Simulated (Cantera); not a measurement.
An adiabatic, constant-pressure homogeneous reactor starts with 1.24 % C3H8, 11.0 % O2, 87.7 % N2, at 1425 K and 350000 Pa.

Detailed kinetics in Cantera: GRI-Mech 3.0 (53 species, 325 reactions). GRI-Mech 3.0 was tuned for natural gas; its chemistry of propane as a main component is partial and can be far from experiment.

x: mole fraction; the columns are a selection and need not sum to one.

| t (s) | T (K) | x C3H8 | x O2 | x CO2 | x CH2O | x H2 | x H2O |
|---|---|---|---|---|---|---|---|
| 2.00e-6 | 1425 | 0.0123 | 0.110 | 5.43e-9 | 4.82e-7 | 6.88e-6 | 4.01e-6 |
| 9.28e-6 | 1424 | 0.0121 | 0.110 | 5.53e-7 | 3.33e-5 | 6.17e-5 | 7.44e-5 |
| 4.31e-5 | 1424 | … | 0.109 | … | … | … | … |
| 0.000200 | 2029 | <1e-12 | 0.0484 | 0.0323 | 4.51e-12 | 0.000844 | 0.0456 |
| 0.000928 | 2092 | <1e-12 | 0.0477 | 0.0363 | <1e-12 | 7.30e-5 | 0.0481 |
| 0.00431 | 2092 | <1e-12 | 0.0477 | 0.0364 | <1e-12 | 6.67e-5 | 0.0482 |
| 0.0200 | 2092 | <1e-12 | 0.0476 | 0.0364 | <1e-12 | 6.66e-5 | 0.0482 |
| 0.0928 | 2091 | <1e-12 | 0.0474 | 0.0364 | <1e-12 | 6.62e-5 | 0.0482 |
| 0.431 | 2086 | <1e-12 | 0.0464 | 0.0364 | <1e-12 | 6.49e-5 | 0.0482 |
| 2.00 | 2082 | <1e-12 | 0.0455 | 0.0364 | <1e-12 | 6.37e-5 | 0.0482 |

Fill in the missing entries.


- 4.31e-5, x C3H8: 0.0102
- 4.31e-5, x CO2: 1.53e-5
- 4.31e-5, x CH2O: 0.000433
- 4.31e-5, x H2: 0.000549
- 4.31e-5, x H2O: 0.000900
